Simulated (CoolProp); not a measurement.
Vapour-liquid equilibrium of dimethyl carbonate (1) + n-heptane (2) at 134.05 °C; x and y are mole fractions of (1).

Model: multi-fluid Helmholtz-energy mixture model, Zhou 2011 and Span 2003; pair parameters Bell 2016, in CoolProp.

```json
[
 {"x": "0.05", "bubble pressure (bar)": "2.913", "y at the bubble point": "0.140", "dew pressure at overall composition x (bar)": "2.705", "liquid density (mol/L)": "5.884"},
 {"x": "0.2", "bubble pressure (bar)": "3.571", "y at the bubble point": "0.376", "dew pressure at overall composition x (bar)": "3.066", "liquid density (mol/L)": "6.254"},
 {"x": "0.35", "bubble pressure (bar)": "3.922", "y at the bubble point": "0.497", "dew pressure at overall composition x (bar)": "3.491", "liquid density (mol/L)": "6.697"},
 {"x": "0.5", "bubble pressure (bar)": "4.086", "y at the bubble point": "0.576", "dew pressure at overall composition x (bar)": "3.929", "liquid density (mol/L)": "7.235"},
 {"x": "0.65", "bubble pressure (bar)": "4.131", "y at the bubble point": "0.644", "dew pressure at overall composition x (bar)": "4.130", "liquid density (mol/L)": "7.894"},
 {"x": "0.8", "bubble pressure (bar)": "4.051", "y at the bubble point": "0.729", "dew pressure at overall composition x (bar)": "3.914", "liquid density (mol/L)": "8.705"},
 {"x": "0.95", "bubble pressure (bar)": "3.696", "y at the bubble point": "0.894", "dew pressure at overall composition x (bar)": "3.564", "liquid density (mol/L)": "9.703"}
]
```

y crosses x between x = 0.5 and 0.65: the model has an azeotrope there.

The pair parameters rest on a limited set of measurements; away from them the model extrapolates.
